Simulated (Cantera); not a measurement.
Input: 1 mol SiHCl3, 130 mol H2, equilibrated at 0.0133 bar.

These are equilibrium values from Cantera (NASA tables, ideal gas, pure condensed phases), not measurements of a reactor. Candidate condensed phases: Si; 19 gas species. The tables' values for SiCl are old estimates; treat these amounts as uncertain. Gases not in the tables: Si2H6 and higher silanes. Rates play no part.

x: gas mole fraction; n: condensed amount in mol.

| T (°C) | x H2 | x HCl | x H | x Si | x SiCl2 | x SiH | x SiCl | n Si(s) | n Si(l) |
|---|---|---|---|---|---|---|---|---|---|
| 1250 | 0.978 | 0.0200 | 0.000198 | 1.35e-6 | 0.00134 | 4.51e-7 | 1.90e-6 | 0.821 | 0 |
| 1325 | 0.978 | 0.0199 | … | … | 0.00139 | … | 5.43e-6 | 0.813 | 0 |
| 1400 | 0.978 | 0.0198 | 0.000975 | 3.13e-5 | 0.00144 | 6.05e-6 | 1.41e-5 | 0.801 | 0 |
| 1475 | 0.977 | 0.0199 | 0.00196 | 0.000109 | 0.00135 | 1.66e-5 | 3.02e-5 | 0 | 0.797 |
| 1550 | 0.974 | 0.0201 | … | … | … | … | 5.89e-5 | 0 | 0.774 |
| 1625 | 0.971 | 0.0201 | 0.00667 | 0.000921 | 0.00113 | 9.15e-5 | 0.000108 | 0 | 0.691 |
| 1700 | 0.964 | 0.0201 | 0.0115 | 0.00237 | 0.00104 | 0.000194 | 0.000190 | 0 | 0.476 |

Question: What belongs in the gaps?

Answer: 
- 1325, x H: 0.000456
- 1325, x Si: 7.01e-6
- 1325, x SiH: 1.76e-6
- 1550, x H: 0.00370
- 1550, x Si: 0.000332
- 1550, x SiCl2: 0.00124
- 1550, x SiH: 4.04e-5
